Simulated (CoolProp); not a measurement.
Properties of C3F8 (R218) at several states.

Model: reference Helmholtz-energy equation of state, Lemmon 2006, in CoolProp. It is a short technical equation, of lower accuracy than the large ones.

```
T (K)  p (bar)   phase  cp (kJ/(kg K))  Joule-Thomson coefficient (K/MPa)
-----  -------  ------  --------------  ---------------------------------
291       28.7  liquid           1.107                            0.03415
241.4     0.55     gas          0.7077                              28.61
385.9    0.355     gas          0.9117                              5.651
301.9    0.666     gas          0.7988                              11.99
```
